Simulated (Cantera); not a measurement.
Input: 1 mol SiO2, 0.89 mol Cl2, 7.2 mol N2, equilibrated at 1775 K and 0.160 bar.

Cantera equilibrium calculation (NASA polynomials, part measured and part estimated; ideal gas, pure solids and liquids). Candidate condensed phases: Si, SiO2, Si2N2O, Si3N4; 23 gas species. The tables hold silica as quartz up to 1696 K and as liquid above; real silica turns to tridymite and cristobalite and melts near 1996 K. The numbers say what is thermodynamically allowed, not how fast it happens.

Base state: N2 0.831, Cl 0.133, Cl2 0.0359, SiCl4 0.000163, O2 0.000113, NO 9.07e-5, ClO 1.03e-5 (mole fractions); condensed: SiO2(condensed).

### Question
What changes in the equilibrium state with this change: temperature from 1775 K to 948.15 K?

### Answer
| species | before | after |
|---|---|---|
| N2 | 0.831 | 0.890 |
| Cl2 | 0.0359 | 0.110 |
| Cl | 0.133 | 0.000142 |
| SiCl4 | 0.000163 | 3.11e-7 |
| ClO | 1.03e-5 | 2.24e-9 |
| NO | 9.07e-5 | 2.17e-8 |
| O2 | 0.000113 | 2.99e-7 |
| SiO2(condensed), mol | 0.999 | 0 |
| SiO2(β-quartz), mol | 0 | 1.000 |
